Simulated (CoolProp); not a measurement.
Properties of n-nonane at several states (Tc = 321.4 °C, pc = 2.282 MPa, ω = 0.443).

Values from CoolProp's reference Helmholtz-energy equation of state, Lemmon 2006. It is a short technical equation, of lower accuracy than the large ones.

| T (°C) | p (MPa) | phase | expansivity (1/kK) | viscosity (µPa s) |
|---|---|---|---|---|
| 229.65 | 0.284 | gas | ? | 8.97 |
| 72.15 | 0.183 | liquid | ? | ? |
| 147.55 | 0.032 | gas | 2.548 | ? |
| 227.85 | 0.0382 | gas | 2.081 | ? |
| 295.35 | 0.0536 | gas | 1.824 | 10.2 |

Problem. What belongs in the gaps?

Solution. 
- 229.65, expansivity (1/kK): 2.784
- 72.15, expansivity (1/kK): 1.198
- 72.15, viscosity (µPa s): 394
- 147.55, viscosity (µPa s): 7.56
- 227.85, viscosity (µPa s): 8.98

Viscosity comes from a separate model (Huber 2004).
